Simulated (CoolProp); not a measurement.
Properties of R11 along the isobar 14700 kPa (Tc = 198.0 °C, pc = 4408 kPa, ω = 0.189).

Values from CoolProp's reference Helmholtz-energy equation of state, Jacobsen 1992.

| T (°C) | phase | Z | isothermal compressibility (1/MPa) | fugacity coefficient |
|---|---|---|---|---|
| 132.15 | liquid | 0.4736 | 0.004255 | 0.1322 |
| 140.55 | liquid | 0.4723 | 0.004710 | 0.1491 |
| 148.85 | liquid | 0.4715 | 0.005224 | 0.1668 |
| 157.25 | liquid | 0.4712 | 0.005821 | 0.1856 |
| 165.55 | liquid | 0.4715 | 0.006502 | 0.2051 |
| 173.95 | liquid | 0.4725 | 0.007298 | 0.2255 |
| 182.25 | liquid | 0.4742 | 0.008213 | 0.2464 |
| 190.65 | liquid | 0.4765 | 0.009291 | 0.2682 |
| 198.95 | supercritical | 0.4796 | 0.01054 | 0.2901 |
| 207.25 | supercritical | 0.4835 | 0.01199 | 0.3125 |
| 215.65 | supercritical | 0.4884 | 0.01371 | 0.3354 |
